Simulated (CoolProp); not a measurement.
Methane along the isobar 5.01 MPa: fugacity coefficient from the reference equation and from simpler models built on Tc = 190.6 K, pc = 4.599 MPa, ω = 0.011; each cubic takes its own stable root.

Computed with CoolProp (reference Helmholtz-energy equation of state, Setzmann 1991).

```json
[
 {"T (K)": "165.4", "phase": "liquid", "reference": "0.3429"},
 {"T (K)": "189.1", "phase": "liquid", "reference": "0.6075"},
 {"T (K)": "212.7", "phase": "supercritical", "reference": "0.7502"},
 {"T (K)": "236.3", "phase": "supercritical", "reference": "0.8211"},
 {"T (K)": "260", "phase": "supercritical", "reference": "0.8688"},
 {"T (K)": "283.6", "phase": "supercritical", "reference": "0.9025"},
 {"T (K)": "307.3", "phase": "supercritical", "reference": "0.9273"},
 {"T (K)": "330.9", "phase": "supercritical", "reference": "0.9457"},
 {"T (K)": "354.6", "phase": "supercritical", "reference": "0.9598"}
]
```

**Question.** How far does each simpler model (van der Waals, Redlich-Kwong, Soave-Redlich-Kwong) lie from the reference over these 9 states: mean and median of the absolute difference, and the worst?

**Answer.** 
- van der Waals: mean 4.9 %, median 1.7 %, worst +28.9 % at 165.4 K and 5.01 MPa
- Redlich-Kwong: mean 0.5 %, median 0.4 %, worst +0.8 % at 165.4 K and 5.01 MPa
- Soave-Redlich-Kwong: mean 0.5 %, median 0.3 %, worst +1.9 % at 165.4 K and 5.01 MPa
